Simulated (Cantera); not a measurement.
Charge: 1 mol Cu2O, 16 mol CO, 14 mol N2, at 0.133 bar.

Method: chemical equilibrium by Gibbs-energy minimisation in Cantera with the NASA 1993 tables (ideal gas, pure condensed phases). Candidate condensed phases: C, Cu, CuO, Cu2O; 27 gas species. Kinetics and transport are ignored.

### Question
At 1825 K, list the 4 most abundant gas species with their mole fractions, and the condensed phases.

### Answer
CO 0.497, N2 0.464, CO2 0.0332, Cu 0.00540. Condensed: Cu(l).
